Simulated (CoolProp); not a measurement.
Vapour-liquid equilibrium of ethylene (1) + 1-butene (2) at 0.0783 MPa; x and y are mole fractions of (1).

Values from CoolProp's multi-fluid Helmholtz-energy mixture model, Smukala 2000 and Lemmon 2005; pair parameters Bell 2016.

Task: Give the bubble temperature and the first vapour's composition at x = 0.5, 0.8, 0.95. Is there an azeotrope?

Result: x = 0.5: 176.6 K, y = 0.998; x = 0.8: 168.7 K, y = 1.000; x = 0.95: 166.0 K, y = 1.000. No azeotrope shows between x = 0.05 and 0.95.

The pair parameters rest on a limited set of measurements; away from them the model extrapolates. The gap from Raoult's law changes sign with composition, which may be real or a fault of the pair parameters; it wasn't checked against measurements.
